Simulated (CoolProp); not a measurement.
Toluene at 335.23 K and 0.341 MPa flows at 0.9 m/s in a round tube of 6 mm bore and 1.5 µm roughness, fully developed (64/Re and Nu = 3.66 if laminar; Colebrook and Gnielinski if turbulent). Each further row changes one setting.

The numbers come from the reference Helmholtz-energy equation of state, Lemmon 2006 in CoolProp. It is a short technical equation, of lower accuracy than the large ones.

```csv
case,Reynolds number,Darcy friction factor,pressure drop (Pa/m),heat-transfer coefficient (W/(m² K)),mass flow (kg/h)
as stated,12000,(withheld),1670,(withheld),75.8
velocity 1.8 m/s,24000,0.0254,(withheld),3230,(withheld)
diameter 12 mm,24000,0.0251,700,(withheld),303
```

Question: Fill in the missing entries.

Answer: 
- as stated, Darcy friction factor: 0.0299
- as stated, heat-transfer coefficient (W/(m² K)): 1730
- velocity 1.8 m/s, pressure drop (Pa/m): 5670
- velocity 1.8 m/s, mass flow (kg/h): 152
- diameter 12 mm, heat-transfer coefficient (W/(m² K)): 1600

Viscosity comes from a separate model (Avgeri 2015). Thermal conductivity comes from a separate model (Assael 2012).
